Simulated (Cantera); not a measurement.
**Stirred combustor or abatement burner**

A perfectly stirred reactor is fed with CH4 : C2H6 : O2 : N2 = 1 : 0.23 : 6.52 : 24.5 (molar parts), at 5100 Torr; it is adiabatic with a 625 K inlet, and is followed from long to short residence time, starting on the burning branch (τ in s: 0.064, 0.033, 0.017, 0.0087, 0.0045, 0.0023, 0.0012, 0.00061, 0.00031, 0.00016, 8.2e-05, 4.2e-05).

Model: GRI-Mech 3.0 (53 species, 325 reactions), integrated in Cantera.

| τ (s) | T (K) | x CH4 | x C2H6 | x O2 | x O | x CH2 |
|---|---|---|---|---|---|---|
| 0.064 | 1615 | 1.03e-5 | 5.83e-7 | 0.115 | 1.06e-5 | 3.87e-9 |
| 0.033 | 1613 | 1.65e-5 | 9.59e-7 | 0.115 | 1.53e-5 | 7.37e-9 |
| 0.017 | 1611 | 2.65e-5 | 1.57e-6 | 0.115 | 2.24e-5 | 1.39e-8 |
| 0.0087 | 1608 | 4.30e-5 | 2.60e-6 | 0.115 | 3.28e-5 | 2.59e-8 |
| 0.0045 | 1603 | 7.07e-5 | 4.32e-6 | 0.115 | 4.73e-5 | 4.70e-8 |
| 0.0023 | 1594 | 0.000122 | 7.47e-6 | 0.116 | 6.69e-5 | 8.40e-8 |
| 0.0012 | 1576 | 0.000227 | 1.39e-5 | 0.117 | 8.71e-5 | 1.41e-7 |
| 0.00061 | 625 | 0.0310 | 0.00713 | 0.202 | <1e-12 | <1e-12 |
| 0.00031 | 625 | 0.0310 | 0.00713 | 0.202 | <1e-12 | <1e-12 |
| 0.00016 | 625 | 0.0310 | 0.00713 | 0.202 | <1e-12 | <1e-12 |
| 8.2e-5 | 625 | 0.0310 | 0.00713 | 0.202 | <1e-12 | <1e-12 |
| 4.2e-5 | 625 | 0.0310 | 0.00713 | 0.202 | <1e-12 | <1e-12 |
x: mole fraction; the columns are a selection and need not sum to one.
